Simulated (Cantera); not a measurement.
Charge: 1 mol FeCl3, 0.13 mol H2O, 60 mol N2, equilibrated at 1373 K and 13.3 mbar.

These are equilibrium values from Cantera (NASA tables, ideal gas, pure condensed phases), not measurements of a reactor. Candidate condensed phases: Fe, FeCl2, FeCl3, FeO, Fe(OH)2, Fe(OH)3, Fe2O3, Fe3O4, H2O, NH4Cl; 37 gas species. The numbers say what is thermodynamically allowed, not how fast it happens.

Base state: N2 0.969, FeCl2 0.0156, Cl 0.00809, HCl 0.00419, Cl2 0.00165, O2 0.00102, FeCl3 0.000559, NO 4.81e-5 (mole fractions); condensed: gas only.

**Question.** What changes in the equilibrium state with this change: temperature from 1373 K to 750 K?

**Answer.** 
```csv
species,before,after
N2,0.969,0.982
FeCl3,0.000559,0.0125
HCl,0.00419,0.00425
FeCl2,0.0156,0.000342
Fe2Cl6,<1e-9,0.00105
O2,0.00102,<1e-9
NO,4.81e-5,<1e-9
Cl,0.00809,3.12e-7
Cl2,0.00165,0.000177
"Fe2O3(s), mol",0,0.0433
```
Condensed phases not in the tables: FeOCl.

**Question.** What changes in the equilibrium state with this change: H2O from 0.13 to 4.6 mol?

**Answer.** 
| species | before | after |
|---|---|---|
| N2 | 0.969 | 0.906 |
| H2O | 1.91e-6 | 0.0482 |
| HCl | 0.00419 | 0.0425 |
| FeCl2 | 0.0156 | 0.00112 |
| Cl2 | 0.00165 | 7.51e-6 |
| FeCl3 | 0.000559 | 2.71e-6 |
| OH | 7.95e-8 | 1.33e-5 |
| Cl | 0.00809 | 0.000546 |
| Fe3O4(s), mol | 0 | 0.309 |
